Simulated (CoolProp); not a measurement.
Properties of toluene along the isobar 2.47 MPa (Tc = 318.6 °C, pc = 4.126 MPa, ω = 0.266).

Values from CoolProp's reference Helmholtz-energy equation of state, Lemmon 2006. It is a short technical equation, of lower accuracy than the large ones.

```tsv
T (°C)	phase	cp (kJ/(kg K))	Joule-Thomson coefficient (K/MPa)	viscosity (µPa s)	conductivity (mW/(m K))	fugacity coefficient
197.65	liquid	2.348	-0.07060	144	89.4	0.2673
209.15	liquid	2.403	-0.01106	134	87.4	0.3185
220.55	liquid	2.462	0.06169	124	85.5	0.3746
232.05	liquid	2.529	0.1552	115	83.6	0.4363
243.55	liquid	2.607	0.2796	106	81.9	0.5028
255.05	liquid	2.703	0.4554	97.0	80.3	0.5737
266.55	liquid	2.834	0.7269	87.7	78.7	0.6484
289.45	gas	2.639	16.30	13.9	40.4	0.7464
300.95	gas	2.520	13.80	14.0	40.9	0.7641
312.45	gas	2.461	12.04	14.2	41.8	0.7799
323.85	gas	2.429	10.71	14.4	42.8	0.7941
335.35	gas	2.414	9.646	14.7	44.0	0.8072
346.85	gas	2.408	8.772	14.9	45.2	0.8191
```

Viscosity comes from a separate model (Avgeri 2015). Thermal conductivity comes from a separate model (Assael 2012).
